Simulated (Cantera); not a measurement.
A closed system holds: 1 mol Fe, 0.0011 mol O2, 0.79 mol CO, equilibrated at 675 °C and 0.100 bar.

Equilibrium computed with Cantera from the NASA thermochemical tables; the gas is ideal and each condensed phase is pure. Condensed phases not in the tables: cementite and carbon dissolved in iron. Equilibrium is a limit: real reactors are often held back by kinetics, nucleation or transport.

```
species           before    after
----------------  ------  -------
CO                 0.868    0.986
CO2                0.132   0.0137
C(graphite), mol  0.0902  0.00848
Fe(α), mol          1.00     1.00
```
Gas species are given as mole fractions.

Question: Name the change that produced these shifts.
A. temperature from 675 °C to 1352 °C
B. temperature from 675 °C to 1202 °C
C. temperature from 675 °C to 1425 °C
D. temperature from 675 °C to 800 °C

Answer: D, temperature from 675 °C to 800 °C
